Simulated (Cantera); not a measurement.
A closed system holds: 1 mol PbO, 12 mol H2, 8 mol N2, held at 3.70 bar.

Cantera equilibrium calculation (NASA polynomials, part measured and part estimated; ideal gas, pure solids and liquids). Candidate condensed phases: H2O, Pb, PbO, PbO2, Pb3O4; 27 gas species. Equilibrium is a limit: real reactors are often held back by kinetics, nucleation or transport.

What share of the Pb ends up in condensed phases as a function of T (K), at 1323, 1398, 1473, 1548, 1623, 1698, 1773, 1848, 1923, 1998, 2073?


```tsv
T (K)	Pb condensed (%)	as
1323	98.1	Pb(l)
1398	95.4	Pb(l)
1473	89.8	Pb(l)
1548	79.0	Pb(l)
1623	59.5	Pb(l)
1698	25.8	Pb(l)
1773	0.0	-
1848	0.0	-
1923	0.0	-
1998	0.0	-
2073	0.0	-
```
